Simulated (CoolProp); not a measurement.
A simple Rankine cycle with propylene: condensing at 288.15 K, boiler at 3.12 MPa, turbine inlet 345.8 K, turbine efficiency 0.8, pump efficiency 0.6, no recuperator. Each further row changes one setting.

The numbers come from the reference Helmholtz-energy equation of state, Lemmon 2013 in CoolProp.

```
case                             thermal efficiency (%)  net work (kJ/kg)  heat in (kJ/kg)  turbine exit temperature (K)  volume ratio over the turbine
-------------------------------  ----------------------  ----------------  ---------------  ----------------------------  -----------------------------
as stated                                           9.7              36.6              376                         288.2                           3.89
turbine inlet 365.8 K                              10.4              44.9                ?                             ?                              ?
condensing temperature 280.15 K                       ?              44.0                ?                         280.1                           4.84
boiler pressure 2.18 MPa                            7.9              33.2              419                         306.4                              ?
turbine efficiency 0.7                                ?              31.2              376                         288.2                           3.95
```

Question: Complete the blanks.

Answer: 
- turbine inlet 365.8 K, heat in (kJ/kg): 434
- turbine inlet 365.8 K, turbine exit temperature (K): 307.8
- turbine inlet 365.8 K, volume ratio over the turbine: 3.61
- condensing temperature 280.15 K, thermal efficiency (%): 11.1
- condensing temperature 280.15 K, heat in (kJ/kg): 396
- boiler pressure 2.18 MPa, volume ratio over the turbine: 2.46
- turbine efficiency 0.7, thermal efficiency (%): 8.3

The expansion ends wet for: as stated; condensing temperature 280.15 K; turbine efficiency 0.7.
